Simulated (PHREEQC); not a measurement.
Dissolve 1.4 mmol/kgw HF, 0.69 mmol/kgw NH4HF2 and 8.3 mmol/kgw H2SiF6 at 20 °C. Closed to the air; pH follows from the charge balance.

Model: ion-association model, phreeqc.dat, run in PHREEQC.

Precipitation was switched off in this run.

**Question.** Order these F species by the share of F that they hold, largest first: F-, SiF6-2, HF.

**Answer.** SiF6-2 (91 %), HF (8.3 %), F- (0.52 %)

The pH is 1.86 and the ionic strength 0.0242 mol/kgw. The solution is supersaturated, for example in Quartz (slow to form), Chalcedony (slow to form), so a real one may precipitate; this is no full list. Species that the database lacks are ignored. SiF6-2 is the database's only silicon fluoride.
